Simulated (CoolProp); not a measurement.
Model: reference Helmholtz-energy equation of state, Pan 2012, in CoolProp.

For R236FA, give the phase and the Z, conductivity (mW/(m K)) at 296.3 K and 16.8 bar.


- 296.3 K and 16.8 bar: liquid; Z 0.0755, conductivity 74.4

Thermal conductivity comes from a separate model (Huber 2003), an estimate that may be off by 10 % or more.
